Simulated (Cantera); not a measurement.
A closed system holds: 1 mol SiH₂Cl₂, 0.11 mol H₂O, 13 mol N₂, equilibrated at 7.50 Torr.

Method: chemical equilibrium by Gibbs-energy minimisation in Cantera with the NASA 1993 tables (ideal gas, pure condensed phases). Candidate condensed phases: H₂O, NH₄Cl, Si, SiO₂, Si₂N₂O, Si₃N₄; 47 gas species. N₂ is the only nitrogen source here; it is nearly inert below about 1500 K, so the nitride shown seldom forms there in practice. Mutual solubility and eutectic melting of coexisting phases are not modelled. The tables' values for SiCl₃, SiCl, SiN are old estimates; treat these amounts as uncertain. The numbers say what is thermodynamically allowed, not how fast it happens.

log p: log10 of the partial pressure in bar; n: condensed amount in mol.

| T (°C) | log p N₂ | log p HCl | log p H₂ | log p SiCl₂ | log p SiCl₄ | log p SiO | n Si₂N₂O(s) | n Si₃N₄(s) | n Si(l) |
|---|---|---|---|---|---|---|---|---|---|
| 550 | -2.06 | -3.04 | -3.50 | -11.15 | -3.92 | <-14 | 0.110 | 0.203 | 0 |
| 700 | -2.06 | -3.01 | -3.56 | -8.42 | -4.00 | <-14 | 0.110 | 0.212 | 0 |
| 850 | -2.06 | -2.98 | -3.60 | -6.44 | -4.07 | [?] | 0.110 | 0.218 | 0 |
| 1000 | -2.06 | -2.98 | -3.62 | -4.95 | -4.17 | [?] | 0.110 | 0.217 | 0 |
| 1150 | -2.07 | -3.01 | -3.56 | -3.96 | -4.59 | [?] | 0.110 | 0.181 | 0 |
| 1300 | -2.07 | -3.16 | -3.39 | -3.52 | -5.63 | [?] | 0.108 | 0.102 | 0 |
| 1450 | -2.07 | -3.39 | -3.27 | -3.35 | -6.87 | [?] | 0.0196 | 0.0599 | 0 |
| 1600 | -2.07 | -3.50 | -3.25 | -3.31 | -7.78 | -4.14 | 0 | 0 | 0.115 |
| 1750 | -2.07 | -3.49 | -3.27 | -3.33 | -8.34 | -4.15 | 0 | 0 | 0.0426 |

Q: Fill in the missing entries.

A: 
- 850, log p SiO: -13.61
- 1000, log p SiO: -10.42
- 1150, log p SiO: -7.90
- 1300, log p SiO: -5.88
- 1450, log p SiO: -4.22
